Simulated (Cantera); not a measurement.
Cantera run:

```python
import numpy as np
import cantera as ct

gas_names = """
    H HO2 H2 H2O H2O2 O OH O2 O3 Si SiH SiH2 SiH3 SiH4 SiO SiO2 Si2 Si3
""".split()
cond_names = """
    H2O(s) H2O(L) Si(cr) Si(L) SiO2(Lqz) SiO2(hqz) SiO2(L)
""".split()


# ... load() reads the species with a 1 bar reference pressure and builds the phases ...
atoms = {
    'Si': {'Si': 1},
    'O2': {'O': 2},
    'H2': {'H': 2},
    'H2O': {'H': 2, 'O': 1},
}
top_T = {}  # K; cautious upper limits of use, not melting points


# ... equilibrate(T, P, feed) seeds the gas with the atoms and calls Mixture.equilibrate('TP', solver="vcs", rtol=1e-11, max_steps=5000) ...
results = []
feed = {'Si': 1, 'O2': 0.012, 'H2': 21, 'H2O': 0.035}  # mol
T = 1873  # K
P = 100000  # Pa
mix = equilibrate(T, P, feed)
results.append((T, P, feed, dict(zip(mix.species_names, mix.species_moles))))
x = sorted(zip(gas.X, gas.species_names), reverse=True)
print(f"T = {T:g} K  P = {P:g} Pa  gas = {mix.phase_moles(0):.4g} mol")
print("   x: " + "  ".join(f"{s} {v:.3e}" for v, s in x if v > 1e-05))
print("   condensed (mol): " + ("  ".join(f"{mix.phase(i).name} {mix.phase_moles(i):.4g}"
      for i in range(1, mix.n_phases) if mix.phase_moles(i) > 1e-12) or "none"))
```

It prints:

```
T = 1873 K  P = 100000 Pa  gas = 21.1 mol
   x: H2 9.965e-01  SiO 2.793e-03  H 6.443e-04  SiH2 4.888e-05
   condensed (mol): Si(L) 0.9396
```

These are equilibrium values from Cantera (NASA tables, ideal gas, pure condensed phases), not measurements of a reactor. Gases not in the tables: Si2H6 and higher silanes.
